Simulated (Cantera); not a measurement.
Input: 1 mol V, 15 mol N2, held at 2798.15 K and 0.610 bar.

Method: chemical equilibrium by Gibbs-energy minimisation in Cantera with the NASA 1993 tables (ideal gas, pure condensed phases). Candidate condensed phases: V, VN; 4 gas species. Condensed phases not in the tables: V2N, N, O or C dissolved in the metal. Equilibrium is a limit: real reactors are often held back by kinetics, nucleation or transport.

Base state: N2 0.986, V 0.0143, VN 1.74e-5 (mole fractions); condensed: V(l).

Problem. What changes in the equilibrium state with this change: pressure from 0.610 bar to 30.0 mbar?

Solution. 
```json
[
 {"species": "N2", "before": "0.986", "after": "0.937"},
 {"species": "V", "before": "0.0143", "after": "0.0625"},
 {"species": "N", "before": "4.39e-6", "after": "1.93e-5"},
 {"species": "VN", "before": "1.74e-5", "after": "1.64e-5"},
 {"species": "V(l), mol", "before": "0.782", "after": "0"}
]
```

Problem. What changes in the equilibrium state with this change: temperature from 2798.15 K to 1448.15 K?

Solution. 
```json
[
 {"species": "N2", "before": "0.986", "after": "1.00"},
 {"species": "V", "before": "0.0143", "after": "<1e-9"},
 {"species": "VN", "before": "1.74e-5", "after": "<1e-9"},
 {"species": "V(l), mol", "before": "0.782", "after": "0"},
 {"species": "VN(s), mol", "before": "0", "after": "1.00"}
]
```
VN: taken at fixed stoichiometry. Condensed phases not in the tables: V2N.

Problem. What changes in the equilibrium state with this change: temperature from 2798.15 K to 923.15 K?

Solution. 
| species | before | after |
|---|---|---|
| N2 | 0.986 | 1.00 |
| V | 0.0143 | <1e-9 |
| VN | 1.74e-5 | <1e-9 |
| V(l), mol | 0.782 | 0 |
| VN(s), mol | 0 | 1.00 |
VN: taken at fixed stoichiometry. Condensed phases not in the tables: V2N.
